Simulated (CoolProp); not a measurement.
A single-stage vapour-compression cycle with n-perfluorobutane: evaporating at 245.15 K (dew point), condensing at 306.15 K (bubble point), superheat 0 K, subcooling 5 K, compressor efficiency 0.7, no pressure losses. Each further row changes one setting.

Model: reference Helmholtz-energy equation of state, Gao 2022, in CoolProp.

```tsv
case	cooling COP	pressure ratio	discharge temperature (K)	refrigerating effect (kJ/kg)	volumetric capacity (kJ/m³)
as stated	1.62	11.0	306.2	43.7	162
evaporating temperature 250.15 K	1.94	8.58	306.2	47.5	222
condensing temperature 301.15 K	1.94	9.46	301.2	49.4	183
subcooling 10 K	1.84	11.0	306.2	49.4	183
superheat 10 K	1.75	11.0	306.2	51.7	183
compressor efficiency 0.6	1.39	11.0	306.2	43.7	162
```

The compression ends wet for: as stated; evaporating temperature 250.15 K; condensing temperature 301.15 K; subcooling 10 K; superheat 10 K; compressor efficiency 0.6.
